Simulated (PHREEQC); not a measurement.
A made-up water analysis in mg/L, 35 °C, pH 6.05, pe 8.9: Na 2.25; K 1.38; Ca 0.816; Mg 0.551; Cl 1.76; S(6) as SO4 1.63; Alkalinity as HCO3 8.48; Br 0.281; F 0.00131; Cu(2) 0.0238.

Valence states are taken as typed.

Computed with PHREEQC (ion-association model, wateq4f.dat).

```csv
quantity,before,after
CO2 (mol/kgw),0.000249,0.000501
Cu+2 (mol/kgw),3.27e-7,3.40e-7
MgSO4 (mol/kgw),9.73e-8,9.73e-8
CaSO4 (mol/kgw),6.35e-8,6.35e-8
CaHCO3+ (mol/kgw),3.78e-8,3.80e-8
MgHCO3+ (mol/kgw),3.60e-8,3.62e-8
SI of Tenorite (CuO),-1.68,-2.26
SI of Cu(OH)2 (Cu(OH)2),-2.70,-3.28
```

Question: Name the change that produced these shifts.
A. pH from 6.05 to 5.75 at the same alkalinity
B. temperature from 35 to 65 °C at the same typed pH
C. pH from 6.05 to 6.35 at the same alkalinity
D. K from 1.38 to 4.14 mg/L
E. Na from 2.25 to 6.75 mg/L

Answer: A, pH from 6.05 to 5.75 at the same alkalinity

Precipitation was switched off in this run.
